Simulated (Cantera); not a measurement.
Gas mixture: 74.1 % NH₃, 25.9 % N₂, at 750 Torr, frozen composition.

Cantera's kinetic-theory transport with the Lennard-Jones parameters of GRI-Mech 3.0, ideal gas; thermal conductivity in the mixture-averaged form. Polar gases are described roughly by these parameters. The composition is frozen, though it would react at the higher temperatures.

D: mixture-averaged diffusion coefficient of that species in the mixture.

```
T (K)  ρ (kg/m³)  cp (J/kg/K)   μ (µPa s)  λ (mW/m/K)     Pr  D (cm²/s) H₂O  D (cm²/s) NH₃  D (cm²/s) N₂
-----  ---------  -----------  ----------  ----------  -----  -------------  -------------  ------------
400        0.598         1823        16.2        41.0  0.721          0.366          0.387         0.387
550        0.435   (withheld)  (withheld)  (withheld)  0.725     (withheld)     (withheld)    (withheld)
700        0.342         2205  (withheld)  (withheld)  0.729     (withheld)     (withheld)    (withheld)
850        0.281         2373        31.6         103  0.731           1.62           1.50          1.50
1000       0.239         2534        36.1         124  0.737           2.20           1.99          1.99
1150       0.208         2670        40.4         146  0.740           2.85           2.53          2.53
1300       0.184         2790        44.4         167  0.743           3.57           3.12          3.12
1450       0.165         2896        48.3         187  0.746           4.35           3.75          3.75
1600       0.149         2990        51.9         207  0.748           5.18           4.42          4.42
```

Q: Fill in the missing entries.

A: 
- 550, cp (J/kg/K): 2017
- 550, μ (µPa s): 21.7
- 550, λ (mW/m/K): 60.4
- 550, D (cm²/s) H₂O: 0.694
- 550, D (cm²/s) NH₃: 0.695
- 550, D (cm²/s) N₂: 0.695
- 700, μ (µPa s): 26.8
- 700, λ (mW/m/K): 81.2
- 700, D (cm²/s) H₂O: 1.11
- 700, D (cm²/s) NH₃: 1.07
- 700, D (cm²/s) N₂: 1.07
